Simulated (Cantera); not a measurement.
An adiabatic, constant-pressure homogeneous reactor starts with H2 : O2 : N2 : H2O = 1 : 0.658 : 6.58 : 1.2 (molar parts), equivalence ratio 0.76, at 1775 K and 0.730 bar. Integrator tolerance rtol = 1e-08.

Cantera simulation using the H2/O2 subset of GRI-Mech 3.0, which has no nitrogen chemistry; the numbers are that mechanism's predictions, not measurements.

| quantity | before | after |
|---|---|---|
| time of steepest temperature rise | 19.9 µs | 0.894 µs |
| temperature at 0.900 s | 2379 K | 2440 K |
| equilibrium temperature | 2379 K | 2440 K |
| x(H2) at 0.900 s | 0.00649 (gas-phase equilibrium 0.00649) | 0.00182 (gas-phase equilibrium 0.00182) |
| x(O2) at 0.900 s | 0.0183 (gas-phase equilibrium 0.0183) | 0.0173 (gas-phase equilibrium 0.0173) |
| x(H2O) at 0.900 s | 0.233 (gas-phase equilibrium 0.233) | 0.241 (gas-phase equilibrium 0.241) |
| x(H2O2) at 0.900 s | 1.44e-7 (gas-phase equilibrium 1.44e-7) | 8.75e-7 (gas-phase equilibrium 8.75e-7) |
| x(HO2) at 0.900 s | 2.32e-6 (gas-phase equilibrium 2.32e-6) | 6.14e-6 (gas-phase equilibrium 6.14e-6) |
| x(OH) at 0.900 s | 0.00873 (gas-phase equilibrium 0.00873) | 0.00470 (gas-phase equilibrium 0.00470) |
| x(O) at 0.900 s | 0.00123 (gas-phase equilibrium 0.00123) | 0.000316 (gas-phase equilibrium 0.000316) |

What was changed between the two runs?
(A) pressure from 0.730 bar to 20.0 bar
(B) pressure from 0.730 bar to 0.360 bar
(C) constant volume in place of constant pressure
(D) O2 0.658 to 0.94 parts

A, pressure from 0.730 bar to 20.0 bar
